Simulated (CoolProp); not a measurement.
A simple Rankine cycle with water: condensing at 330.15 K, boiler at 19.7 MPa, turbine inlet 639.5 K, turbine efficiency 0.7, pump efficiency 0.8, no recuperator. Each further row changes one setting.

The numbers come from the reference Helmholtz-energy equation of state, Wagner 2002 in CoolProp.

| case | thermal efficiency (%) | net work (kJ/kg) | heat in (kJ/kg) | turbine exit temperature (K) | volume ratio over the turbine |
|---|---|---|---|---|---|
| as stated | 25.4 | 565 | 2220 | 330.1 | 924 |
| turbine inlet 659.5 K | 26.3 | 649 | 2470 | 330.1 | 734 |
| condensing temperature 322.15 K | 26.1 | 589 | 2260 | 322.2 | 1330 |
| boiler pressure 13.8 MPa | 26.0 | 676 | 2600 | 330.1 | 471 |
| turbine efficiency 0.6 | 21.6 | 481 | 2220 | 330.1 | 971 |

The expansion ends wet for: as stated; turbine inlet 659.5 K; condensing temperature 322.15 K; boiler pressure 13.8 MPa; turbine efficiency 0.6.
